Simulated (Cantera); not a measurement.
Cantera with NASA thermochemical tables; ideal gases at 1 bar, condensed phases pure. Values are per mole of reaction as written; species without (g) are pure solids or liquids, kept so even where they would boil at 1 bar.

2 HCl(g) + 2 TiCl3 + C2H4(g) = 2 TiCl4(g) + 2 CH3(g), with ΔH° = 343.0 kJ and ΔS° = 225.0 J/K at 300 K.

Q: How far is the shortcut ΔG° ≈ ΔH°(300 K) − T·ΔS°(300 K) from the full temperature-dependent value at 548, 598, 648, 698, 748 K?

A: 
```csv
T (K),shortcut (kJ),full (kJ),difference (kJ),difference in log10 K
548,219.7,221.8,-2.1,0.20
598,208.5,211.4,-2.9,0.26
648,197.2,201.1,-3.9,0.31
698,186.0,190.9,-4.9,0.37
748,174.7,180.8,-6.1,0.43
```
The shortcut ignores the heat-capacity change of the reaction.
